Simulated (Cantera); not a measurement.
Cantera run, input and output.

```python
import numpy as np
import cantera as ct

gas = ct.Solution("h2o2.yaml")
gas.TPX = 1400, 39000, {'H2': 1.6, 'O2': 1.06, 'N2': 4}
reactor = ct.IdealGasConstPressureReactor(gas, energy="on", clone=False)
net = ct.ReactorNet([reactor])
net.rtol, net.atol = 1e-08, 1e-16
show = ['H2', 'O2', 'H', 'OH', 'H2O', 'O']
times = np.geomspace(6e-06, 0.6, 16)

steps = ct.SolutionArray(gas, extra=["t"])
rows = []
print(f"{'t/s':>10s}{'T/K':>9s}{'P/Pa':>11s}" + "".join(f"{s:>11s}" for s in show))
for t in times:
    while net.time < t:
        t_next = net.step()
        steps.append(gas.state, t=t_next)
    rows.append([np.interp(t, steps.t, y) for y in (steps.T, steps.P, *steps(*show).X.T)])
    print(f"{t:10.3e}{rows[-1][0]:9.1f}{rows[-1][1]:11.4g}" + "".join(f"{x:11.3e}" for x in rows[-1][2:]))
rate = np.gradient(steps.T, steps.t)
print("integrator steps:", len(steps.t))
if steps.T.max() > steps.T[0] + 200:
    print(f"time of steepest temperature rise: {steps.t[rate.argmax()]:.4e} s")
gas.TPX = 1400, 39000, {'H2': 1.6, 'O2': 1.06, 'N2': 4}
gas.equilibrate("HP")
print(f"equilibrium (HP): T = {gas.T:.1f} K  " + "  ".join(f"{s} {gas[s].X[0]:.3e}" for s in show))
```

It prints:

```
       t/s      T/K       P/Pa         H2         O2          H         OH        H2O          O
 6.000e-06   1400.0    3.9e+04  2.402e-01  1.592e-01  3.483e-07  4.454e-08  2.541e-07  5.912e-08
 1.293e-05   1400.0    3.9e+04  2.402e-01  1.592e-01  3.595e-06  4.778e-07  3.960e-06  6.391e-07
 2.785e-05   1400.3    3.9e+04  2.395e-01  1.588e-01  4.156e-04  5.584e-05  4.998e-04  7.429e-05
 6.000e-05   1635.1    3.9e+04  3.792e-02  6.110e-02  9.208e-02  1.628e-02  1.513e-01  3.271e-02
 1.293e-04   1982.0    3.9e+04  3.841e-02  5.414e-02  5.872e-02  2.509e-02  1.699e-01  2.824e-02
 2.785e-04   2276.8    3.9e+04  3.424e-02  4.934e-02  3.506e-02  3.022e-02  1.893e-01  2.125e-02
 6.000e-04   2525.9    3.9e+04  2.685e-02  4.568e-02  1.873e-02  3.117e-02  2.097e-01  1.425e-02
 1.293e-03   2650.8    3.9e+04  2.167e-02  4.399e-02  1.200e-02  2.985e-02  2.215e-01  1.060e-02
 2.785e-03   2661.0    3.9e+04  2.120e-02  4.386e-02  1.150e-02  2.967e-02  2.226e-01  1.031e-02
 6.000e-03   2661.0    3.9e+04  2.120e-02  4.386e-02  1.150e-02  2.967e-02  2.226e-01  1.031e-02
 1.293e-02   2661.0    3.9e+04  2.120e-02  4.386e-02  1.150e-02  2.967e-02  2.226e-01  1.031e-02
 2.785e-02   2661.0    3.9e+04  2.120e-02  4.386e-02  1.150e-02  2.967e-02  2.226e-01  1.031e-02
 6.000e-02   2661.0    3.9e+04  2.120e-02  4.386e-02  1.150e-02  2.967e-02  2.226e-01  1.031e-02
 1.293e-01   2661.0    3.9e+04  2.120e-02  4.386e-02  1.150e-02  2.967e-02  2.226e-01  1.031e-02
 2.785e-01   2661.0    3.9e+04  2.120e-02  4.386e-02  1.150e-02  2.967e-02  2.226e-01  1.031e-02
 6.000e-01   2661.0    3.9e+04  2.120e-02  4.386e-02  1.150e-02  2.967e-02  2.226e-01  1.031e-02
integrator steps: 1268
time of steepest temperature rise: 4.7460e-05 s
equilibrium (HP): T = 2661.0 K  H2 2.120e-02  O2 4.386e-02  H 1.150e-02  OH 2.967e-02  H2O 2.226e-01  O 1.031e-02
```

Computed with Cantera and the H2/O2 subset of GRI-Mech 3.0, which has no nitrogen chemistry.
